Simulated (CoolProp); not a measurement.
A closed Brayton cycle with nitrogen: compressor inlet 308.15 K and 7.8 MPa, high pressure 18.7 MPa, turbine inlet 985 K, compressor efficiency 0.8, turbine efficiency 0.93, recuperator effectiveness 0 (on enthalpy, no pinch check). Each further row changes one setting.

Values from CoolProp's reference Helmholtz-energy equation of state, Span 2000.

| case | thermal efficiency (%) | net work (kJ/kg) | compressor to turbine work | compressor exit (K) | turbine exit (K) |
|---|---|---|---|---|---|
| as stated | 16.1 | 104 | 0.53 | 418.5 | 798.7 |
| turbine inlet 935 K | 15.8 | … | 0.56 | 418.5 | 756.6 |
| compressor inlet 318.15 K | 15.8 | … | 0.55 | 432.1 | 798.7 |
| high pressure 15.9 MPa | 13.6 | 91.0 | … | 395.9 | … |
| recuperator effectiveness 0.5 | 23.8 | 104 | 0.53 | 418.5 | 798.7 |

### Question
Some entries are withheld; supply them.

### Answer

- turbine inlet 935 K, net work (kJ/kg): 93.0
- compressor inlet 318.15 K, net work (kJ/kg): 100
- high pressure 15.9 MPa, compressor to turbine work: 0.51
- high pressure 15.9 MPa, turbine exit (K): 830.7
